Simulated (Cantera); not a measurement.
Input (Python, Cantera):

```python
import numpy as np
import cantera as ct

gas = ct.Solution("gri30.yaml")
gas.TPX = 1798, 830000, {'CH4': 1, 'C2H6': 0.044, 'C3H8': 0.88, 'O2': 10.7, 'N2': 40.4}
reactor = ct.IdealGasReactor(gas, energy="on", clone=False)
net = ct.ReactorNet([reactor])
net.rtol, net.atol = 1e-08, 1e-16
show = ['CH4', 'C2H6', 'C3H8', 'C2H2', 'O2', 'NO', 'CH2']
times = np.geomspace(2e-06, 0.1, 10)

steps = ct.SolutionArray(gas, extra=["t"])
rows = []
print(f"{'t/s':>10s}{'T/K':>9s}{'P/Pa':>11s}" + "".join(f"{s:>11s}" for s in show))
for t in times:
    while net.time < t:
        t_next = net.step()
        steps.append(gas.state, t=t_next)
    rows.append([np.interp(t, steps.t, y) for y in (steps.T, steps.P, *steps(*show).X.T)])
    print(f"{t:10.3e}{rows[-1][0]:9.1f}{rows[-1][1]:11.4g}" + "".join(f"{x:11.3e}" for x in rows[-1][2:]))
rate = np.gradient(steps.T, steps.t)
print("integrator steps:", len(steps.t))
if steps.T.max() > steps.T[0] + 200:
    print(f"time of steepest temperature rise: {steps.t[rate.argmax()]:.4e} s")
gas.TPX = 1798, 830000, {'CH4': 1, 'C2H6': 0.044, 'C3H8': 0.88, 'O2': 10.7, 'N2': 40.4}
gas.equilibrate("UV")
print(f"equilibrium (UV): T = {gas.T:.1f} K  " + "  ".join(f"{s} {gas[s].X[0]:.3e}" for s in show))
```

It prints:

```
       t/s      T/K       P/Pa        CH4       C2H6       C3H8       C2H2         O2         NO        CH2
 2.000e-06   1890.6  8.937e+05  1.485e-02  1.120e-03  2.443e-03  5.641e-04  1.802e-01  1.319e-08  1.691e-05
 6.655e-06   2967.5  1.427e+06  1.485e-15  6.800e-29  3.989e-42  1.317e-17  7.712e-02  8.226e-04  3.726e-14
 2.214e-05   2998.8  1.438e+06  1.068e-15  1.616e-29  6.949e-43  1.845e-18  7.454e-02  4.931e-03  1.669e-14
 7.368e-05   2984.5   1.43e+06  1.038e-15  1.541e-29  6.485e-43  1.672e-18  7.022e-02  1.432e-02  1.487e-14
 2.452e-04   2970.3  1.422e+06  1.010e-15  1.469e-29  6.062e-43  1.513e-18  6.603e-02  2.343e-02  1.322e-14
 8.158e-04   2968.4  1.421e+06  1.007e-15  1.459e-29  6.008e-43  1.493e-18  6.547e-02  2.464e-02  1.301e-14
 2.714e-03   2968.4  1.421e+06  1.007e-15  1.459e-29  6.008e-43  1.493e-18  6.547e-02  2.464e-02  1.301e-14
 9.032e-03   2968.4  1.421e+06  1.007e-15  1.459e-29  6.008e-43  1.493e-18  6.547e-02  2.464e-02  1.301e-14
 3.005e-02   2968.4  1.421e+06  1.007e-15  1.459e-29  6.008e-43  1.493e-18  6.547e-02  2.464e-02  1.301e-14
 1.000e-01   2968.4  1.421e+06  1.007e-15  1.459e-29  6.008e-43  1.493e-18  6.547e-02  2.464e-02  1.301e-14
integrator steps: 1611
time of steepest temperature rise: 2.8226e-06 s
equilibrium (UV): T = 2968.4 K  CH4 1.388e-15  C2H6 2.753e-29  C3H8 1.239e-42  C2H2 1.612e-18  O2 6.547e-02  NO 2.464e-02  CH2 1.571e-14
```

Cantera simulation using GRI-Mech 3.0 (53 species, 325 reactions); the numbers are that mechanism's predictions, not measurements. GRI-Mech 3.0 was tuned for natural gas; its chemistry of propane as a main component is partial and can be far from experiment.
